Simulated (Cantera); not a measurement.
A perfectly stirred reactor is fed with 3.05 % C2H6, 17.3 % O2, 64.7 % N2, 15.0 % H2O, equivalence ratio 0.62, at 1.00 bar; it is adiabatic with a 750 K inlet, and is followed from long to short residence time, starting on the burning branch (τ in s: 0.21, 0.076, 0.027, 0.0096, 0.0034, 0.0012, 0.00044, 0.00016, 5.6e-05).

Computed with Cantera and GRI-Mech 3.0 (53 species, 325 reactions).

**Question.** Predict: blow-out, bracketed by the residence times tried; x(C2H6) at τ = 0.210 s; x(O2) at τ = 0.210 s; x(H2O) at τ = 0.210 s; x(HCN) at τ = 0.210 s; x(C2H2) at τ = 0.210 s; x(C2H6) at τ = 3.40 ms; x(O2) at τ = 3.40 ms; x(H2O) at τ = 3.40 ms; x(HCN) at τ = 3.40 ms; x(C2H2) at τ = 3.40 ms.

**Answer.** 
| Item | Result |
|---|---|
| blow-out, bracketed by the residence times tried | burning at 0.160 ms, out at 56.0 µs |
| x(C2H6) at τ = 0.210 s | 4.00e-7 |
| x(O2) at τ = 0.210 s | 0.0644 |
| x(H2O) at τ = 0.210 s | 0.236 |
| x(HCN) at τ = 0.210 s | 5.02e-9 |
| x(C2H2) at τ = 0.210 s | 1.87e-6 |
| x(C2H6) at τ = 3.40 ms | 9.23e-6 |
| x(O2) at τ = 3.40 ms | 0.0653 |
| x(H2O) at τ = 3.40 ms | 0.233 |
| x(HCN) at τ = 3.40 ms | 2.49e-8 |
| x(C2H2) at τ = 3.40 ms | 1.01e-5 |
